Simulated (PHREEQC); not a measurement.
Synthetic water in mg/kgw, 20 °C, pH 5.66, pe 12.5:

```
constituent         mg/kgw
------------------  ------
Na                    2.81
K                      2.3
Ca                   0.842
Mg                   0.751
Cl                    3.34
S(6) as SO4          0.256
Alkalinity as HCO3    11.4
Zn                  0.0309
Pb                   0.103
```

Na is adjusted to close the charge balance.
Valence states are taken as typed.

Computed with PHREEQC (ion-association model, phreeqc.dat).

```json
{
 "ionic_strength": "0.000344 mol/kgw"
}
```

```json
[
 {"species": "CO2", "molality": "0.000975", "activity": "0.000975", "log γ": "0.000"},
 {"species": "HCO3-", "molality": "0.000189", "activity": "0.000185", "log γ": "-0.009"},
 {"species": "Na+", "molality": "0.000122", "activity": "0.000119", "log γ": "-0.009"},
 {"species": "Cl-", "molality": "9.42e-5", "activity": "9.22e-5", "log γ": "-0.009"},
 {"species": "K+", "molality": "5.88e-5", "activity": "5.76e-5", "log γ": "-0.009"},
 {"species": "Mg+2", "molality": "3.08e-5", "activity": "2.84e-5", "log γ": "-0.036"},
 {"species": "Ca+2", "molality": "2.10e-5", "activity": "1.93e-5", "log γ": "-0.036"},
 {"species": "SO4-2", "molality": "2.64e-6", "activity": "2.43e-6", "log γ": "-0.036"},
 {"species": "H+", "molality": "2.23e-6", "activity": "2.19e-6", "log γ": "-0.009"},
 {"species": "Zn+2", "molality": "4.62e-7", "activity": "4.25e-7", "log γ": "-0.036"},
 {"species": "Pb+2", "molality": "4.12e-7", "activity": "3.79e-7", "log γ": "-0.037"},
 {"species": "MgHCO3+", "molality": "6.14e-8", "activity": "6.01e-8", "log γ": "-0.009"}
]
```

No solid was allowed to form. Complexes and solids missing from the database can't appear.
